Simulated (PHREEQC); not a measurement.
Solution A (0.0069 mol HF, 0.00029 mol NaF and 0.0066 mol H2SiF6 per kg of water) is mixed with solution B (0.02 mol/kgw HCl, 0.0021 mol/kgw ZnSO4 and 0.00012 mol/kgw KCl) at 25 °C; shares are by mass of water, 1 kg in all. Oxygen alone is held at its pressure in air (log pO2 = -0.68). No CO2 enters from the air. Only these solids could form: Zn(OH)2-e, Zn4(OH)6SO4, Zn5(OH)8Cl2, Quartz, Halite, Mirabilite, Goslarite, ZnF2, Willemite.

All values are PHREEQC results (ion-association model, wateq4f.dat), not measurements.

```tsv
share of solution B	pH	Quartz (mol)	Si in solution (mol/kgw)	SiF6-2 (mol/kgw)	Zn+2 (mol/kgw)	HSO4- (mol/kgw)	SO4-2 (mol/kgw)
0	1.93	0	0.00660	0.00656	0	0	0
0.1	[?]	0	0.00594	0.00588	0.000207	9.19e-5	0.000116
0.15	[?]	0	0.00561	0.00553	0.000308	0.000138	0.000172
0.25	[?]	2.39e-5	0.00493	0.00482	0.000508	0.000233	0.000281
0.3	1.88	7.31e-5	0.00455	0.00444	0.000607	0.000280	0.000334
0.4	1.87	0.000168	0.00379	0.00369	0.000801	0.000375	0.000437
0.45	1.87	0.000213	0.00342	0.00331	0.000896	0.000423	0.000487
0.55	1.85	0.000298	0.00267	0.00257	0.00108	0.000521	0.000585
0.6	1.85	0.000337	0.00230	0.00220	0.00118	0.000570	0.000632
0.7	[?]	0.000402	0.00158	0.00147	0.00136	0.000669	0.000724
0.75	[?]	0.000426	0.00122	0.00112	0.00145	0.000720	0.000769
0.85	[?]	0.000433	0.000557	0.000453	0.00163	0.000823	0.000855
0.9	[?]	0.000386	0.000274	0.000170	0.00172	0.000877	0.000896
1	1.78	0	0	0	0.00191	0.00100	0.000964
```

**Question.** Complete the blanks.

**Answer.** 
- 0.1, pH: 1.91
- 0.15, pH: 1.90
- 0.25, pH: 1.89
- 0.7, pH: 1.84
- 0.75, pH: 1.83
- 0.85, pH: 1.82
- 0.9, pH: 1.81

SiF6-2 is the database's only silicon fluoride.
